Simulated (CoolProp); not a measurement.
The fluid at 422.37 K and 0.99 MPa expands adiabatically to 0.084 MPa with isentropic efficiency 0.85. The same conditions are run with several fluids, on thermodynamics alone (safety and materials aside).

Model: reference Helmholtz-energy equation of state of each fluid (R13: Platzer 1990; propylene: Lemmon 2013; R227EA: Lemmon 2016; carbonyl sulfide: Lemmon 2006; R115: Lemmon 2016), in CoolProp. The equations of Platzer and Polt are older, rougher fits.

### Question
Rank R13, propylene, R227EA, carbonyl sulfide, R115 by work (kJ/kg), highest first.

### Answer
propylene (149), carbonyl sulfide (95.2), R13 (60.7), R115 (42.7), R227EA (39.0)

```csv
fluid,final temperature (K),final density (kg/m³)
R13,334.4,3.17
propylene,334.6,1.28
R227EA,375.4,4.62
carbonyl sulfide,284.4,2.16
R115,365.8,4.30
```
